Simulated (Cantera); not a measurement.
What does this Cantera script print?

```python
import numpy as np
import cantera as ct

gas_names = """
    CL CL2 H HCL H2 Si SiCL SiCL2 SiCL3 SiCL4 SiH SiHCL3 SiH2 SiH2CL2 SiH3 SiH3CL SiH4 Si2 Si3
""".split()
cond_names = """
    Si(cr) Si(L)
""".split()


def load(file, names, dense=False):
    # The tables refer to 1 bar. Condensed volumes are neglected.
    table = {s.name: s for s in ct.Species.list_from_file(file)}
    out = []
    for n in names:
        d = dict(table[n].input_data)
        d["thermo"] = dict(d["thermo"], **{"reference-pressure": 1e5})
        if dense:
            d["equation-of-state"] = {"model": "constant-volume", "density": "1e6 g/cm^3"}
        out.append(ct.Species.from_dict(d))
    return out


gas = ct.Solution(thermo="ideal-gas", species=load("nasa_gas.yaml", gas_names))
cond = {s.name: ct.Solution(thermo="fixed-stoichiometry", species=[s], name=s.name)
        for s in load("nasa_condensed.yaml", cond_names, dense=True)}
atoms = {
    'SiCl4': {'Si': 1, 'CL': 4},
    'H2': {'H': 2},
}
top_T = {}  # K; cautious upper limits of use, not melting points


def equilibrate(T, P, feed):
    n = {}
    for name, mol in feed.items():
        for a, k in atoms[name].items():
            n[a] = n.get(a, 0.0) + k * mol
    gas.TPX = T, P, n
    mass = sum(n.values()) * gas.mean_molecular_weight
    gas.equilibrate("TP")
    valid = [c for c in cond.values() if c.min_temp <= T <= top_T.get(c.name, c.max_temp)]
    mix = ct.Mixture([(gas, mass / gas.mean_molecular_weight)] + [(c, 0.0) for c in valid])
    mix.T, mix.P = T, P
    mix.equilibrate("TP", solver="vcs", rtol=1e-11, max_steps=5000)
    return mix


results = []
feed = {'SiCl4': 1, 'H2': 14}  # mol
T = 1098  # K
for P in [100, 460, 2100, 9600, 44000, 200000]:
    mix = equilibrate(T, P, feed)
    results.append((T, P, feed, dict(zip(mix.species_names, mix.species_moles))))
    x = sorted(zip(gas.X, gas.species_names), reverse=True)
    print(f"T = {T:g} K  P = {P:g} Pa  gas = {mix.phase_moles(0):.4g} mol")
    print("   x: " + "  ".join(f"{s} {v:.3e}" for v, s in x if v > 1e-05))
    print("   condensed (mol): " + ("  ".join(f"{mix.phase(i).name} {mix.phase_moles(i):.4g}"
          for i in range(1, mix.n_phases) if mix.phase_moles(i) > 1e-12) or "none"))
```

Result:

```
T = 1098 K  P = 100 Pa  gas = 15.53 mol
   x: H2 8.529e-01  HCL 9.339e-02  SiCL4 2.381e-02  SiCL2 2.075e-02  SiCL3 5.928e-03  SiHCL3 3.164e-03  SiH2CL2 5.031e-05
   condensed (mol): Si(cr) 0.1658
T = 1098 K  P = 460 Pa  gas = 15.35 mol
   x: H2 8.736e-01  HCL 7.021e-02  SiCL4 3.335e-02  SiCL2 1.145e-02  SiHCL3 6.039e-03  SiCL3 5.212e-03  SiH2CL2 1.308e-04
   condensed (mol): Si(cr) 0.1374
T = 1098 K  P = 2100 Pa  gas = 15.21 mol
   x: H2 8.897e-01  HCL 5.055e-02  SiCL4 3.943e-02  SiHCL3 1.010e-02  SiCL2 5.828e-03  SiCL3 4.043e-03  SiH2CL2 3.095e-04
   condensed (mol): Si(cr) 0.09172
T = 1098 K  P = 9600 Pa  gas = 15.1 mol
   x: H2 9.009e-01  SiCL4 4.182e-02  HCL 3.530e-02  SiHCL3 1.553e-02  SiCL3 2.890e-03  SiCL2 2.808e-03  SiH2CL2 6.902e-04
   condensed (mol): Si(cr) 0.03722
T = 1098 K  P = 44000 Pa  gas = 15.03 mol
   x: H2 9.065e-01  SiCL4 4.192e-02  HCL 2.692e-02  SiHCL3 2.055e-02  SiCL3 1.780e-03  SiH2CL2 1.205e-03  SiCL2 1.063e-03  SiH3CL 1.871e-05
   condensed (mol): none
T = 1098 K  P = 200000 Pa  gas = 15.01 mol
   x: H2 9.076e-01  SiCL4 4.243e-02  HCL 2.582e-02  SiHCL3 2.170e-02  SiH2CL2 1.328e-03  SiCL3 8.814e-04  SiCL2 2.574e-04  SiH3CL 2.153e-05
   condensed (mol): none
```

Method: chemical equilibrium by Gibbs-energy minimisation in Cantera with the NASA 1993 tables (ideal gas, pure condensed phases). The tables' values for SiCl3 are old estimates; treat these amounts as uncertain.
